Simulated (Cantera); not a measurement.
Feed: 1 mol Pb, 3 mol CO, 1.8 mol H2, held at 750 °C and 3080 Torr.

Equilibrium computed with Cantera from the NASA thermochemical tables; the gas is ideal and each condensed phase is pure. Candidate condensed phases: C, C6H6, C7H8, C8H18, H2O, Pb, PbO, PbO2, Pb3O4; 113 gas species. Equilibrium is a limit: real reactors are often held back by kinetics, nucleation or transport.

Base state: CO 0.351, H2 0.315, CO2 0.180, H2O 0.124, CH4 0.0305 (mole fractions); condensed: C(graphite) + Pb(l).

What changes in the equilibrium state with this change: H2 from 1.8 to 10 mol?


| species | before | after |
|---|---|---|
| H2 | 0.315 | 0.622 |
| CO | 0.351 | 0.137 |
| CH4 | 0.0305 | 0.119 |
| CO2 | 0.180 | 0.0273 |
| H2O | 0.124 | 0.0952 |
| C(graphite), mol | 0.982 | 0.0382 |
| Pb(l), mol | 1.000 | 1.000 |
